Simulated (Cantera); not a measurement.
Cantera run:

```python
import numpy as np
import cantera as ct

gas_names = """
    CrO3 H OH H2O H2
""".split()
cond_names = """
    Cr(cr) Cr(L) Cr2O3(s) Cr2O3(L)
""".split()


def load(file, names, dense=False):
    # The tables refer to 1 bar. Condensed volumes are neglected.
    table = {s.name: s for s in ct.Species.list_from_file(file)}
    out = []
    for n in names:
        d = dict(table[n].input_data)
        d["thermo"] = dict(d["thermo"], **{"reference-pressure": 1e5})
        if dense:
            d["equation-of-state"] = {"model": "constant-volume", "density": "1e6 g/cm^3"}
        out.append(ct.Species.from_dict(d))
    return out


species = {s.name: s for s in load("nasa_gas.yaml", gas_names) + load("nasa_condensed.yaml", cond_names)}
# Each term lists the table entries of one substance; the one whose range holds T is used.
reactions = {
    'CrO3(g) + 3 H(g) = Cr + 3 OH(g)':
        [(-1, ['CrO3']), (-3, ['H']), (1, ['Cr(cr)', 'Cr(L)']), (3, ['OH'])],
    'Cr2O3 + 3 H2O(g) = 2 CrO3(g) + 3 H2(g)':
        [(-1, ['Cr2O3(s)', 'Cr2O3(L)']), (-3, ['H2O']), (2, ['CrO3']), (3, ['H2'])],
}


def pick(names, T):
    return next(species[n] for n in names if species[n].thermo.min_temp <= T <= species[n].thermo.max_temp)


results = []
for label, terms in reactions.items():
    print(label)
    print("     T/K   dH/kJ  dS/(J/K)   dG/kJ   log10 K")
    for T in [300, 1000, 1200, 1400, 1600, 1800, 2000, 2200, 2400, 2600, 2800, 3000]:
        used = [(nu, pick(names, T)) for nu, names in terms]
        dH = sum(nu * s.thermo.h(T) for nu, s in used) / 1e6
        dS = sum(nu * s.thermo.s(T) for nu, s in used) / 1e3
        dG = dH - T * dS / 1e3
        logK = -dG * 1e6 / (ct.gas_constant * T * np.log(10))
        results.append((label, T, dH, dS, dG, logK, [s.name for _, s in used]))
        print(f"{T:8g} {dH:8.1f} {dS:8.1f} {dG:8.1f} {logK:8.2f}")
```

It prints:

```
CrO3(g) + 3 H(g) = Cr + 3 OH(g)
     T/K   dH/kJ  dS/(J/K)   dG/kJ   log10 K
     300   -243.1    -35.6   -232.4    40.47
    1000   -254.9    -54.3   -200.5    10.47
    1200   -257.8    -57.0   -189.4     8.24
    1400   -259.6    -58.4   -177.8     6.63
    1600   -260.3    -58.9   -166.0     5.42
    1800   -259.7    -58.6   -154.3     4.48
    2000   -258.0    -57.6   -142.7     3.73
    2200   -235.6    -47.1   -131.9     3.13
    2400   -235.4    -47.0   -122.5     2.67
    2600   -234.9    -46.8   -113.1     2.27
    2800   -234.1    -46.6   -103.8     1.94
    3000   -233.2    -46.2    -94.5     1.65
Cr2O3 + 3 H2O(g) = 2 CrO3(g) + 3 H2(g)
     T/K   dH/kJ  dS/(J/K)   dG/kJ   log10 K
     300   1274.8    278.0   1191.4  -207.43
    1000   1274.9    276.9    998.0   -52.13
    1200   1273.8    275.9    942.8   -41.04
    1400   1271.7    274.3    887.7   -33.12
    1600   1268.7    272.2    833.1   -27.20
    1800   1264.7    269.9    778.9   -22.60
    2000   1259.9    267.4    725.1   -18.94
    2200   1254.3    264.7    671.9   -15.95
    2400   1248.0    262.0    619.2   -13.48
    2600   1241.0    259.2    567.1   -11.39
    2800   1101.4    205.7    525.5    -9.80
    3000   1091.2    202.2    484.7    -8.44
```

Cantera with NASA thermochemical tables; ideal gases at 1 bar, condensed phases pure. Condensed species are held in their standard states even where they would react or evaporate.
